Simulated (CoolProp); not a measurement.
R142b along the isotherm 330.7 K: fugacity coefficient from the reference equation and from simpler models built on Tc = 410.3 K, pc = 4.055 MPa, ω = 0.232; each cubic takes its own stable root.

Values from CoolProp's reference Helmholtz-energy equation of state, Lemmon 2006. It is a short technical equation, of lower accuracy than the large ones.

```tsv
p (MPa)	phase	reference
0.38	gas	0.9341
0.76	gas	0.8676
1.14	liquid	0.6266
1.52	liquid	0.4764
1.9	liquid	0.3863
2.28	liquid	0.3263
2.66	liquid	0.2835
3.04	liquid	0.2514
3.42	liquid	0.2265
3.8	liquid	0.2066
4.18	liquid	0.1903
4.56	liquid	0.1768
4.94	liquid	0.1654
5.32	liquid	0.1556
5.7	liquid	0.1472
6.08	liquid	0.1398
```

Question: How far does each simpler model (van der Waals, Redlich-Kwong, Soave-Redlich-Kwong, Peng-Robinson) lie from the reference over these 16 states: mean and median of the absolute difference, and the worst?

Answer: 
- van der Waals: mean 72.9 %, median 84.6 %, worst +96.3 % at 330.7 K and 6.08 MPa
- Redlich-Kwong: mean 22.9 %, median 25.7 %, worst +27.8 % at 330.7 K and 6.08 MPa
- Soave-Redlich-Kwong: mean 2.9 %, median 3.1 %, worst +4.4 % at 330.7 K and 6.08 MPa
- Peng-Robinson: mean 0.1 %, median 0.1 %, worst -0.1 % at 330.7 K and 6.08 MPa

At some of these states van der Waals gives the other phase, because its saturation line lies elsewhere.
